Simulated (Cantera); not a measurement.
Input: 1 mol Si, 0.94 mol HCl, 0.3 mol H2, at 998.15 K and 0.860 bar.

Method: chemical equilibrium by Gibbs-energy minimisation in Cantera with the NASA 1993 tables (ideal gas, pure condensed phases). Candidate condensed phases: Si; 19 gas species. The tables' values for SiCl3 are old estimates; treat these amounts as uncertain. Rates play no part.

Base state: H2 0.733, SiCl4 0.176, SiHCl3 0.0735, HCl 0.0122, SiH2Cl2 0.00330, SiCl3 0.00157, SiCl2 0.000344, SiH3Cl 3.78e-5 (mole fractions); condensed: Si(s).

What changes in the equilibrium state with this change: temperature from 998.15 K to 1148 K?


```csv
species,before,after
H2,0.733,0.716
SiCl4,0.176,0.167
SiHCl3,0.0735,0.0667
HCl,0.0122,0.0359
SiCl2,0.000344,0.00395
SiCl3,0.00157,0.00773
"Si(s), mol",0.748,0.752
```
